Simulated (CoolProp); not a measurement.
Vapour-liquid equilibrium of n-butane (1) + acetone (2) at 115.95 °C; x and y are mole fractions of (1).

Computed with CoolProp (multi-fluid Helmholtz-energy mixture model, Bücker 2006 and Lemmon 2006; pair parameters Bell 2016).

| x | bubble pressure, mixture model (kPa) | bubble pressure, Raoult's law (kPa) | y, mixture model | y, Raoult's law |
|---|---|---|---|---|
| 0.05 | … | 626.0 | 0.253 | 0.164 |
| 0.125 | 977.0 | 739.1 | 0.449 | 0.348 |
| 0.2 | 1178 | 852.1 | 0.554 | 0.483 |
| 0.275 | 1341 | 965.2 | 0.620 | 0.586 |
| 0.35 | 1474 | 1078 | 0.667 | 0.668 |
| 0.425 | 1582 | 1191 | 0.702 | 0.734 |
| 0.5 | … | 1304 | 0.732 | 0.789 |
| 0.575 | 1753 | 1417 | 0.760 | 0.835 |
| 0.65 | 1826 | 1531 | 0.789 | 0.874 |
| 0.725 | 1894 | 1644 | 0.820 | 0.908 |
| 0.8 | 1955 | 1757 | … | 0.937 |
| 0.875 | … | 1870 | 0.901 | 0.963 |
| 0.95 | 2046 | 1983 | 0.955 | 0.986 |

Problem. Complete the blanks.

Solution. 
- 0.05, bubble pressure, mixture model (kPa): 734.8
- 0.5, bubble pressure, mixture model (kPa): 1673
- 0.8, y, mixture model: 0.856
- 0.875, bubble pressure, mixture model (kPa): 2008

The largest gap from Raoult's law is +38.9 % in bubble pressure, at x = 0.275. No azeotrope shows between x = 0.05 and 0.95.

Pair parameters are fitted to limited data, so mixtures are less certain than the pure fluids.
